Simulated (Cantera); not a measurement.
Feed: 1 mol Si, 5.9 mol H2, 1.2 mol Cl2, equilibrated at 1123 K and 0.100 bar.

Equilibrium computed with Cantera from the NASA thermochemical tables; the gas is ideal and each condensed phase is pure. Candidate condensed phases: Si; 19 gas species. The tables' values for SiCl3 are old estimates; treat these amounts as uncertain. Equilibrium is a limit: real reactors are often held back by kinetics, nucleation or transport.

Base state: H2 0.866, SiCl4 0.0591, HCl 0.0443, SiHCl3 0.0198, SiCl2 0.00479, SiCl3 0.00478, SiH2Cl2 0.000813 (mole fractions); condensed: Si(s).

Question: What changes in the equilibrium state with this change: 0.78 mol O2 added?

Answer: 
| species | before | after |
|---|---|---|
| H2 | 0.866 | 0.745 |
| HCl | 0.0443 | 0.223 |
| SiCl4 | 0.0591 | 0.0297 |
| SiHCl3 | 0.0198 | 0.00170 |
| SiH2Cl2 | 0.000813 | 1.19e-5 |
| SiCl2 | 0.00479 | 8.17e-5 |
| SiCl3 | 0.00478 | 0.000442 |
| Si(s), mol | 0.414 | 0 |
| SiO2(β-quartz), mol | 0 | 0.780 |
Further candidate phases: H2O, SiO2.
